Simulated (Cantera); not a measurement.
Input (Python, Cantera) and output of one run.

```python
import numpy as np
import cantera as ct

gas_names = """
    C CH CH2 CH3 CH2OH CH3O CH4 CH3OH CN CO CO2 COOH C2 C2H CHCO,ketyl C2H2,acetylene C2H2,vinylidene
    CH2CO,ketene C2H3,vinyl CH3CN CH3CO,acetyl C2H4 C2H4O,ethylen CH3CHO,ethanal CH3COOH (HCOOH)2 C2H5
    C2H6 CH3OCH3 C2H5OH CCN CNC C2N2 C2O C3 C3H3,propargyl C3H4,allene C3H4,propyne C3H4,cyclo-
    C3H5,allyl C3H6,propylene C3H6,cyclo- C3H6O C3H7,n-propyl C3H7,i-propyl C3H8 C3H8O,1propanol
    C3H8O,2propanol C3O2 C4 C4H2 C4H4,1,3-cyclo- C4H6,butadiene C4H6,2-butyne C4H6,cyclo- C4H8,1-butene
    C4H8,cis2-buten C4H8,tr2-butene C4H8,isobutene C4H8,cyclo- (CH3COOH)2 C4H9,n-butyl C4H9,i-butyl
    C4H9,s-butyl C4H9,t-butyl C4H10,isobutane C4H10,n-butane C4N2 C5 C5H6,1,3cyclo- C5H8,cyclo-
    C5H10,1-pentene C5H10,cyclo- C5H11,pentyl C5H11,t-pentyl C5H12,n-pentane C5H12,i-pentane
    CH3C(CH3)2CH3 C6H2 C6H5,phenyl C6H5O,phenoxy C6H6 C6H5OH,phenol C6H10,cyclo- C6H12,1-hexene
    C6H12,cyclo- C6H13,n-hexyl C7H7,benzyl C7H8 C7H8O,cresol C7H14,1-heptene C7H15,n-heptyl
    C7H16,n-heptane C8H8,styrene C8H10,ethylbenz C8H16,1-octene C8H17,n-octyl C8H18,isooctane
    C8H18,n-octane C9H19,n-nonyl C10H8,naphthale C10H21,n-decyl C12H9,o-bipheny C12H10,bipheny H HCN HCO
    HCCN HNC HNCO HNO HNO2 HNO3 HO2 H2 HCHO,formaldehy HCOOH H2O H2O2 N NCO NH NH2 NH3 NH2OH NO NO2 NO3
    N2 N2H2 N2H4 N2O O OH O2 O3
""".split()
cond_names = """
    C(gr) C6H6(L) C7H8(L) C8H18(L),n-octa H2O(s) H2O(L)
""".split()


def load(file, names, dense=False):
    # The tables refer to 1 bar. Condensed volumes are neglected.
    table = {s.name: s for s in ct.Species.list_from_file(file)}
    out = []
    for n in names:
        d = dict(table[n].input_data)
        d["thermo"] = dict(d["thermo"], **{"reference-pressure": 1e5})
        if dense:
            d["equation-of-state"] = {"model": "constant-volume", "density": "1e6 g/cm^3"}
        out.append(ct.Species.from_dict(d))
    return out


gas = ct.Solution(thermo="ideal-gas", species=load("nasa_gas.yaml", gas_names))
cond = {s.name: ct.Solution(thermo="fixed-stoichiometry", species=[s], name=s.name)
        for s in load("nasa_condensed.yaml", cond_names, dense=True)}
atoms = {
    'C3H6': {'C': 3, 'H': 6},
    'O2': {'O': 2},
    'N2': {'N': 2},
}
top_T = {'C(gr)': 4500}  # K; cautious upper limits of use, not melting points


def equilibrate(T, P, feed):
    n = {}
    for name, mol in feed.items():
        for a, k in atoms[name].items():
            n[a] = n.get(a, 0.0) + k * mol
    gas.TPX = T, P, n
    mass = sum(n.values()) * gas.mean_molecular_weight
    gas.equilibrate("TP")
    valid = [c for c in cond.values() if c.min_temp <= T <= top_T.get(c.name, c.max_temp)]
    mix = ct.Mixture([(gas, mass / gas.mean_molecular_weight)] + [(c, 0.0) for c in valid])
    mix.T, mix.P = T, P
    mix.equilibrate("TP", solver="vcs", rtol=1e-11, max_steps=5000)
    return mix


results = []
feed = {'C3H6': 1, 'O2': 1.2, 'N2': 47}  # mol
P = 133.322  # Pa
for T in [773, 923, 1073, 1223, 1373, 1523, 1673, 1823, 1973, 2123, 2273, 2423, 2573, 2723]:
    mix = equilibrate(T, P, feed)
    results.append((T, P, feed, dict(zip(mix.species_names, mix.species_moles))))
    x = sorted(zip(gas.X, gas.species_names), reverse=True)
    print(f"T = {T:g} K  P = {P:g} Pa  gas = {mix.phase_moles(0):.4g} mol")
    print("   x: " + "  ".join(f"{s} {v:.3e}" for v, s in x if v > 0.0001))
    print("   condensed (mol): " + ("  ".join(f"{mix.phase(i).name} {mix.phase_moles(i):.4g}"
          for i in range(1, mix.n_phases) if mix.phase_moles(i) > 1e-12) or "none"))
```

Result:

```
T = 773 K  P = 133.322 Pa  gas = 52.36 mol
   x: N2 8.977e-01  H2 5.712e-02  CO 4.439e-02  CO2 6.417e-04  H2O 1.611e-04
   condensed (mol): C(gr) 0.6416
T = 923 K  P = 133.322 Pa  gas = 52.4 mol
   x: N2 8.970e-01  H2 5.725e-02  CO 4.578e-02
   condensed (mol): C(gr) 0.6007
T = 1073 K  P = 133.322 Pa  gas = 52.4 mol
   x: N2 8.969e-01  H2 5.725e-02  CO 4.580e-02
   condensed (mol): C(gr) 0.5999
T = 1223 K  P = 133.322 Pa  gas = 52.4 mol
   x: N2 8.969e-01  H2 5.724e-02  CO 4.580e-02
   condensed (mol): C(gr) 0.5989
T = 1373 K  P = 133.322 Pa  gas = 52.4 mol
   x: N2 8.969e-01  H2 5.719e-02  CO 4.580e-02
   condensed (mol): C(gr) 0.5952
T = 1523 K  P = 133.322 Pa  gas = 52.4 mol
   x: N2 8.967e-01  H2 5.703e-02  CO 4.580e-02  HCN 2.805e-04  H 1.512e-04
   condensed (mol): C(gr) 0.585
T = 1673 K  P = 133.322 Pa  gas = 52.42 mol
   x: N2 8.962e-01  H2 5.649e-02  CO 4.578e-02  H 7.413e-04  HCN 7.093e-04
   condensed (mol): C(gr) 0.5614
T = 1823 K  P = 133.322 Pa  gas = 52.47 mol
   x: N2 8.949e-01  H2 5.498e-02  CO 4.574e-02  H 2.782e-03  HCN 1.521e-03
   condensed (mol): C(gr) 0.5157
T = 1973 K  P = 133.322 Pa  gas = 52.62 mol
   x: N2 8.917e-01  H2 5.130e-02  CO 4.561e-02  H 8.370e-03  HCN 2.832e-03  HNC 1.531e-04
   condensed (mol): C(gr) 0.4388
T = 2123 K  P = 133.322 Pa  gas = 52.95 mol
   x: N2 8.852e-01  CO 4.533e-02  H2 4.385e-02  H 2.057e-02  HCN 4.582e-03  HNC 3.213e-04
   condensed (mol): C(gr) 0.3285
T = 2273 K  P = 133.322 Pa  gas = 53.51 mol
   x: N2 8.747e-01  CO 4.485e-02  H 4.112e-02  H2 3.194e-02  HCN 6.333e-03  HNC 5.560e-04  CN 3.310e-04  C2H2,acetylene 1.204e-04
   condensed (mol): C(gr) 0.1969
T = 2423 K  P = 133.322 Pa  gas = 54.23 mol
   x: N2 8.620e-01  H 6.568e-02  CO 4.426e-02  H2 1.829e-02  HCN 7.289e-03  CN 1.354e-03  HNC 7.789e-04  C2H2,acetylene 1.415e-04  C3 1.082e-04
   condensed (mol): C(gr) 0.04466
T = 2573 K  P = 133.322 Pa  gas = 54.9 mol
   x: N2 8.514e-01  H 8.648e-02  CO 4.371e-02  H2 8.450e-03  HCN 5.080e-03  CN 3.325e-03  HNC 6.454e-04  C3 3.991e-04  C 2.344e-04
   condensed (mol): none
T = 2723 K  P = 133.322 Pa  gas = 55.36 mol
   x: N2 8.448e-01  H 9.877e-02  CO 4.335e-02  CN 5.392e-03  H2 3.391e-03  HCN 2.401e-03  C 7.900e-04  C3 4.904e-04  HNC 3.557e-04  C2 1.241e-04
   condensed (mol): none
```

Method: chemical equilibrium by Gibbs-energy minimisation in Cantera with the NASA 1993 tables (ideal gas, pure condensed phases).
